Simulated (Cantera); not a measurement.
Input: 1 mol Si, 0.57 mol H2O, 39 mol H2, at 1.00 Torr.

Equilibrium computed with Cantera from the NASA thermochemical tables; the gas is ideal and each condensed phase is pure. Candidate condensed phases: H2O, Si, SiO2; 18 gas species. Gases not in the tables: Si2H6 and higher silanes. Rates play no part. All values below are at 1798 K.

Base state: H2 0.974, SiO 0.0141, H 0.00952, Si 0.00231, SiH 9.57e-5, SiH2 2.87e-5, Si2 1.39e-5 (mole fractions); condensed: Si(l).

Question: What changes in the equilibrium state with this change: H2O from 0.57 to 0.76 mol?

Answer: 
```json
[
 {"species": "H2", "before": "0.974", "after": "0.969"},
 {"species": "SiO", "before": "0.0141", "after": "0.0186"},
 {"species": "H", "before": "0.00952", "after": "0.00949"},
 {"species": "SiH2", "before": "2.87e-5", "after": "2.86e-5"},
 {"species": "SiH", "before": "9.57e-5", "after": "9.54e-5"},
 {"species": "Si2", "before": "1.39e-5", "after": "1.39e-5"},
 {"species": "Si", "before": "0.00231", "after": "0.00231"},
 {"species": "Si(l), mol", "before": "0.330", "after": "0.139"}
]
```
